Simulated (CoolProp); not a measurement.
R152A at 287.45 K and 0.713 MPa flows at 0.14 m/s in a round tube of 50 mm bore and 0.25 µm roughness, fully developed (64/Re and Nu = 3.66 if laminar; Colebrook and Gnielinski if turbulent). Each further row changes one setting.

Computed with CoolProp (reference Helmholtz-energy equation of state, Outcalt 1996). It is a modified Benedict-Webb-Rubin equation, recast in Helmholtz form.

```tsv
case	Reynolds number	Darcy friction factor	pressure drop (Pa/m)	heat-transfer coefficient (W/(m² K))	mass flow (kg/h)
as stated	[?]	0.0226	4.11	359	917
velocity 0.28 m/s	70700	0.0194	[?]	644	1830
diameter 100 mm	70700	0.0194	[?]	322	[?]
```

Problem. Complete the blanks.

Solution. 
- as stated, Reynolds number: 35300
- velocity 0.28 m/s, pressure drop (Pa/m): 14.1
- diameter 100 mm, pressure drop (Pa/m): 1.76
- diameter 100 mm, mass flow (kg/h): 3670

Viscosity comes from a separate model (Bell 2016), an estimate that may be off by 10 % or more. Thermal conductivity comes from a separate model (Krauss 1996).
